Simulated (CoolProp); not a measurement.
Vapour-liquid equilibrium of hydrogen chloride (1) + n-hexane (2) at 293.9 K; x and y are mole fractions of (1).

The numbers come from the multi-fluid Helmholtz-energy mixture model, Thol 2018 and Thol 2019; pair parameters Bell 2016 in CoolProp.

```tsv
x	bubble pressure, mixture model (MPa)	bubble pressure, Raoult's law (MPa)	y, mixture model	y, Raoult's law
0.05	0.3321	0.2309	0.947	0.931
0.125	0.7659	0.5522	0.975	0.974
0.2	1.142	0.8735	0.982	0.985
0.275	1.460	1.195	0.985	0.990
0.35	1.727	1.516	0.987	0.993
0.425	1.956	1.837	0.988	0.995
0.5	2.164	2.159	0.989	0.996
0.575	2.367	2.480	0.990	0.997
0.65	2.585	2.801	0.991	0.998
0.725	2.834	3.123	0.992	0.999
0.8	3.132	3.444	0.994	0.999
0.875	3.500	3.765	0.996	0.999
0.95	3.951	4.087	0.998	1.000
```

The largest gap from Raoult's law is +43.8 % in bubble pressure, at x = 0.05. No azeotrope shows between x = 0.05 and 0.95.

The pair parameters rest on a limited set of measurements; away from them the model extrapolates. The gap from Raoult's law changes sign with composition, which may be real or a fault of the pair parameters; it wasn't checked against measurements.
